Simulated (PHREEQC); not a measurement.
0.3 g of hydrous ferric oxide (600 m²/g; 0.2 weak and 0.005 strong sites per Fe, Dzombak-Morel constants, diffuse double layer) in 1 kg of water with 0.001 mol/kgw of an inert sodium salt and 0.014 mmol/kgw H3BO3 and 0.0047 mmol/kgw ZnCl2, at 25 °C; the pH is set by adding NaOH or the inert anion's acid. O2 is buffered at 0.21 atm. The system is closed to CO2. Nothing may precipitate in this run.

Base run: PHREEQC, ion-association model, wateq4f.dat. Each further column changes one thing. The table gives Zn sorbed (%).

```csv
pH,base,no electrostatic term (-no_edl),background salt from 0.001 to 0.0001 mol/kgw,oxide from 0.3 to 1.5 g/kgw,0.0014 mol/kgw Ag2SO4 added
4,0.0,0.1,0.0,0.1,0.1
4.67,0.4,1.6,0.3,2.0,1.1
5.33,5.7,24.1,?,23.4,?
6.67,94.1,99.0,94.2,99.0,65.1
7.33,99.7,99.9,99.7,99.9,94.1
8,100.0,100.0,100.0,100.0,99.2
8.67,100.0,100.0,100.0,100.0,?
9.33,100.0,99.9,100.0,100.0,97.8
10.67,100.0,78.3,100.0,100.0,10.8
11.33,100.0,12.3,100.0,100.0,?
12,99.9,?,99.9,100.0,0.0
```

Task: Fill in the missing entries.

Result: 
- 5.33, background salt from 0.001 to 0.0001 mol/kgw: 4.9
- 5.33, 0.0014 mol/kgw Ag2SO4 added: 8.4
- 8.67, 0.0014 mol/kgw Ag2SO4 added: 99.6
- 11.33, 0.0014 mol/kgw Ag2SO4 added: 0.5
- 12, no electrostatic term (-no_edl): 0.2

 In at least one series the solution becomes supersaturated in solids that the run did not let form, among them Cerargyrite, Ag2O.
